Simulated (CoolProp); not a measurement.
Vapour-liquid equilibrium of n-hexane (1) + hexamethyldisiloxane (MM) (2) at 0.000851 MPa; x and y are mole fractions of (1).

The numbers come from the multi-fluid Helmholtz-energy mixture model, Thol 2019 and Thol 2016; pair parameters Bell 2016 in CoolProp.

| x | bubble temperature (K) | y at the bubble point | dew temperature at overall composition x (K) | liquid density (mol/L) |
|---|---|---|---|---|
| 0.05 | 263.7 | 0.187 | 265.4 | 5.001 |
| 0.2 | 258.4 | 0.528 | 263.5 | 5.371 |
| 0.35 | 254.2 | 0.718 | 261.4 | 5.775 |
| 0.5 | 250.6 | 0.839 | 258.9 | 6.225 |
| 0.65 | 247.4 | 0.918 | 255.9 | 6.730 |
| 0.8 | 244.6 | 0.967 | 251.9 | 7.298 |
| 0.95 | 242.2 | 0.994 | 245.7 | 7.941 |

No azeotrope shows between x = 0.05 and 0.95.

Pair parameters are fitted to limited data, so mixtures are less certain than the pure fluids.
